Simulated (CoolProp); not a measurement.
Model: reference Helmholtz-energy equation of state, Thol 2018, in CoolProp.

Task: For hydrogen chloride, give the phase and the cp (kJ/(kg K)) at 391.9 K and 16 MPa; 462.2 K and 1.55 MPa; 314 K and 2.64 MPa.

Result: 
- 391.9 K and 16 MPa: supercritical; cp 2.44
- 462.2 K and 1.55 MPa: gas; cp 0.833
- 314 K and 2.64 MPa: gas; cp 1.12
